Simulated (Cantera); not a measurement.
A closed system holds: 1 mol Al, 1.6 mol HCl, 10 mol H2, at 1.00 bar.

Cantera equilibrium calculation (NASA polynomials, part measured and part estimated; ideal gas, pure solids and liquids). Candidate condensed phases: Al, AlCl3; 12 gas species. The tables' values for AlCl2 are old estimates; treat these amounts as uncertain. Equilibrium is a limit: real reactors are often held back by kinetics, nucleation or transport.

x: gas mole fraction; n: condensed amount in mol.

```json
[
 {"T (°C)": "277", "x H2": "0.975", "x AlCl3": "0.00135", "x Al2Cl6": "0.0234", "x AlCl": "6.60e-10", "x AlCl2": "2.15e-9", "x HCl": "4.47e-10", "x H": "<1e-12", "n Al(s)": "0.467", "n Al(l)": "0"},
 {"T (°C)": "377", "x H2": "0.971", "x AlCl3": "0.00951", "x Al2Cl6": "0.0192", "x AlCl": "1.46e-7", "x AlCl2": "2.96e-7", "x HCl": "2.63e-8", "x H": "<1e-12", "n Al(s)": "0.467", "n Al(l)": "0"},
 {"T (°C)": "477", "x H2": "0.962", "x AlCl3": "0.0290", "x Al2Cl6": "0.00924", "x AlCl": "6.78e-6", "x AlCl2": "8.74e-6", "x HCl": "4.67e-7", "x H": "<1e-12", "n Al(s)": "0.467", "n Al(l)": "0"},
 {"T (°C)": "577", "x H2": "0.955", "x AlCl3": "0.0428", "x Al2Cl6": "(withheld)", "x AlCl": "(withheld)", "x AlCl2": "8.43e-5", "x HCl": "(withheld)", "x H": "(withheld)", "n Al(s)": "0.466", "n Al(l)": "0"},
 {"T (°C)": "677", "x H2": "0.953", "x AlCl3": "0.0456", "x Al2Cl6": "0.000430", "x AlCl": "0.000845", "x AlCl2": "0.000421", "x HCl": "1.68e-5", "x H": "5.43e-10", "n Al(s)": "0", "n Al(l)": "0.459"},
 {"T (°C)": "777", "x H2": "0.950", "x AlCl3": "0.0444", "x Al2Cl6": "(withheld)", "x AlCl": "(withheld)", "x AlCl2": "0.00140", "x HCl": "(withheld)", "x H": "(withheld)", "n Al(s)": "0", "n Al(l)": "0.431"},
 {"T (°C)": "877", "x H2": "0.943", "x AlCl3": "0.0395", "x Al2Cl6": "2.59e-5", "x AlCl": "0.0140", "x AlCl2": "0.00353", "x HCl": "0.000161", "x H": "7.24e-8", "n Al(s)": "0", "n Al(l)": "0.347"}
]
```

Question: What belongs in the gaps?

Answer: 
- 777, x Al2Cl6: 0.000102
- 777, x AlCl: 0.00402
- 777, x HCl: 5.89e-5
- 777, x H: 7.91e-9
- 577, x Al2Cl6: 0.00215
- 577, x AlCl: 0.000107
- 577, x HCl: 3.60e-6
- 577, x H: 2.00e-11
